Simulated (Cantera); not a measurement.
An isothermal, constant-pressure homogeneous reactor starts with CH₃OH : O₂ : N₂ = 0.0039 : 0.02 : 1 (molar parts), at 1048 K and 10.0 bar.

Model: GRI-Mech 3.0 (53 species, 325 reactions), integrated in Cantera. GRI-Mech 3.0 was tuned for natural gas; its chemistry of methanol as a main component is partial and can be far from experiment.

x: mole fraction; the columns are a selection and need not sum to one.

```json
[
 {"t (s)": "0.000500", "x CH₃OH": "0.00381", "x O₂": "0.0195", "x HO₂": "?", "x CH₂CO": "<1e-12", "x NO": "<1e-12", "x H": "1.46e-12", "x CH₄": "5.03e-10"},
 {"t (s)": "0.00125", "x CH₃OH": "0.00381", "x O₂": "0.0195", "x HO₂": "?", "x CH₂CO": "<1e-12", "x NO": "<1e-12", "x H": "1.56e-12", "x CH₄": "1.64e-9"},
 {"t (s)": "0.00313", "x CH₃OH": "0.00381", "x O₂": "0.0195", "x HO₂": "?", "x CH₂CO": "<1e-12", "x NO": "<1e-12", "x H": "1.81e-12", "x CH₄": "4.51e-9"},
 {"t (s)": "0.00783", "x CH₃OH": "0.00381", "x O₂": "0.0195", "x HO₂": "?", "x CH₂CO": "<1e-12", "x NO": "<1e-12", "x H": "2.57e-12", "x CH₄": "1.16e-8"},
 {"t (s)": "0.0196", "x CH₃OH": "0.00381", "x O₂": "0.0195", "x HO₂": "?", "x CH₂CO": "<1e-12", "x NO": "<1e-12", "x H": "5.51e-12", "x CH₄": "2.84e-8"},
 {"t (s)": "0.0490", "x CH₃OH": "0.00381", "x O₂": "0.0195", "x HO₂": "?", "x CH₂CO": "<1e-12", "x NO": "<1e-12", "x H": "3.30e-11", "x CH₄": "6.49e-8"},
 {"t (s)": "0.122", "x CH₃OH": "7.08e-6", "x O₂": "0.0155", "x HO₂": "?", "x CH₂CO": "5.48e-11", "x NO": "1.07e-12", "x H": "1.36e-8", "x CH₄": "2.81e-8"},
 {"t (s)": "0.306", "x CH₃OH": "9.00e-10", "x O₂": "0.0149", "x HO₂": "?", "x CH₂CO": "1.23e-12", "x NO": "4.00e-12", "x H": "2.46e-9", "x CH₄": "4.24e-9"},
 {"t (s)": "0.766", "x CH₃OH": "<1e-12", "x O₂": "0.0144", "x HO₂": "?", "x CH₂CO": "<1e-12", "x NO": "1.02e-11", "x H": "8.51e-10", "x CH₄": "3.08e-10"},
 {"t (s)": "1.92", "x CH₃OH": "<1e-12", "x O₂": "0.0141", "x HO₂": "?", "x CH₂CO": "<1e-12", "x NO": "1.66e-11", "x H": "2.77e-10", "x CH₄": "4.36e-12"},
 {"t (s)": "4.79", "x CH₃OH": "<1e-12", "x O₂": "0.0139", "x HO₂": "?", "x CH₂CO": "<1e-12", "x NO": "1.68e-11", "x H": "5.59e-11", "x CH₄": "<1e-12"},
 {"t (s)": "12.0", "x CH₃OH": "<1e-12", "x O₂": "0.0138", "x HO₂": "?", "x CH₂CO": "<1e-12", "x NO": "1.82e-11", "x H": "9.07e-12", "x CH₄": "<1e-12"},
 {"t (s)": "30.0", "x CH₃OH": "<1e-12", "x O₂": "0.0138", "x HO₂": "?", "x CH₂CO": "<1e-12", "x NO": "5.12e-11", "x H": "1.06e-12", "x CH₄": "<1e-12"}
]
```

Q: Fill in the missing entries.

A: 
- 0.000500, x HO₂: 3.19e-9
- 0.00125, x HO₂: 8.44e-9
- 0.00313, x HO₂: 2.17e-8
- 0.00783, x HO₂: 5.57e-8
- 0.0196, x HO₂: 1.48e-7
- 0.0490, x HO₂: 5.43e-7
- 0.122, x HO₂: 5.08e-6
- 0.306, x HO₂: 1.85e-6
- 0.766, x HO₂: 1.04e-6
- 1.92, x HO₂: 5.92e-7
- 4.79, x HO₂: 2.54e-7
- 12.0, x HO₂: 8.32e-8
- 30.0, x HO₂: 1.50e-8
